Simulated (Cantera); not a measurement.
Input: 1 mol Al, 15 mol O₂, 3 mol N₂, 10 mol NH₃, equilibrated at 10.0 Torr.

Cantera equilibrium calculation (NASA polynomials, part measured and part estimated; ideal gas, pure solids and liquids). Candidate condensed phases: Al, AlN, Al₂O₃, H₂O; 35 gas species. Kinetics and transport are ignored.

Q: At 2200 K, list the 7 most abundant gas species with their mole fractions, and the condensed phases.

A: H₂O 0.465, N₂ 0.259, O₂ 0.211, OH 0.0317, O 0.0108, H₂ 0.00999, NO 0.00726. Condensed: Al₂O₃(s).
